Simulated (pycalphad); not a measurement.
CALPHAD calculation (pycalphad, COST 507 light-alloy database (1999)), 1 atm. These are 1990s assessments: newer ones move some temperatures and phases. Diffusion is slow at the low end, where real alloys seldom reach equilibrium.

Molar enthalpy of Ti-3.999Hf-0.6481B (wt.%) in equilibrium (SER reference):

| T (°C) | H (kJ/mol) | phases |
|---|---|---|
| 2577 | 108.62 | liquid |
| 2457 | 103.12 | liquid |
| 2337 | 97.62 | liquid |
| 2217 | 92.12 | liquid |
| 2097 | 86.62 | liquid |
| 1977 | 81.12 | liquid |
| 1857 | 75.63 | liquid |
| 1737 | 70.13 | liquid |
| 1657 | 66.46 | liquid |
| 1617 | 64.63 | liquid |
| 1537 | 45.86 | bcc + BM |
| 1497 | 44.44 | bcc + BM |
| 1377 | 40.32 | bcc + BM |
| 1257 | 36.36 | bcc + BM |
| 1137 | 32.56 | bcc + BM |
| 1017 | 28.89 | bcc + BM |
| 897 | 25.31 | bcc + BM |
| 777 | 17.47 | hcp + BM |
| 657 | 13.56 | hcp + BM |
| 537 | 9.79 | hcp + BM |
| 417 | 6.14 | hcp + BM |
| 297 | 2.64 | hcp + BM |

Cooling from 1617 °C to 1537 °C, across the freezing range, releases 18.8 kJ/mol, or 389 J/g. The slope is 46 J/(mol K) in the liquid and 35 J/(mol K) just below the solidus, where it includes any heat of precipitation. Liquidus 1606 °C, solidus 1541 °C. Changes were sought between steps of 40 K, so a narrower field can be missed.

Database names, with the compositions (at.%) that they take in these runs: BM: Ti 50 B 50.
